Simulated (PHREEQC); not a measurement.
Dissolve 0.02 mol/kgw CuSO4, 0.00083 mol/kgw HCl and 0.11 mol/kgw NaCl at 76 °C. Closed to the air; pH follows from the charge balance.

All values are PHREEQC results (ion-association model, phreeqc.dat), not measurements.

```
quantity                    before     after
------------------------  --------  --------
pH                            3.58      3.61
ionic strength (mol/kgw)     0.157    0.0490
Cl- (mol/kgw)                0.103  0.000738
SO4-2 (mol/kgw)             0.0136    0.0118
HSO4- (mol/kgw)           0.000499  0.000548
```

**Question.** What was changed between the two runs?
(A) NaCl left out
(B) HCl from 0.00083 to 0.00166 mol/kgw
(C) temperature from 76 to 10 °C
(D) temperature from 76 to 70 °C
(E) HCl left out

**Answer.** A, NaCl left out

No solid was allowed to form. At this temperature some constants are extrapolated from 25 °C, and those without enthalpy data are left unchanged.
